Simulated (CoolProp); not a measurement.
Values from CoolProp's reference Helmholtz-energy equation of state, Thol 2017.

Problem. For octamethyltrisiloxane (MDM), give the phase and the Z, cp (kJ/(kg K)), cv (kJ/(kg K)), isothermal compressibility (1/MPa) at 228.65 °C and 0.12 MPa.

Solution. 
- 228.65 °C and 0.12 MPa: gas; Z 0.954, cp 1.95, cv 1.91, isothermal compressibility 8.75
